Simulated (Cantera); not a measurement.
Feed: 1 mol Fe(CO)5, 0.014 mol O2, 17 mol H2, at 1100 K and 0.133 bar.

These are equilibrium values from Cantera (NASA tables, ideal gas, pure condensed phases), not measurements of a reactor. Candidate condensed phases: C, C6H6, C7H8, C8H18, Fe, Fe(CO)5, FeO, Fe(OH)2, Fe(OH)3, Fe2O3, Fe3O4, H2O; 114 gas species. Kinetics and transport are ignored.

Base state: H2 0.769, CO 0.225, H2O 0.00268, CH4 0.00218, CO2 0.000776 (mole fractions); condensed: Fe(α).

**Question.** What changes in the equilibrium state with this change: pressure from 0.133 bar to 7.40 mbar?

**Answer.** 
```csv
species,before,after
H2,0.769,0.772
CO,0.225,0.227
H2O,0.00268,0.00100
CH4,0.00218,1.83e-5
CO2,0.000776,0.000290
"Fe(α), mol",1.00,1.00
```
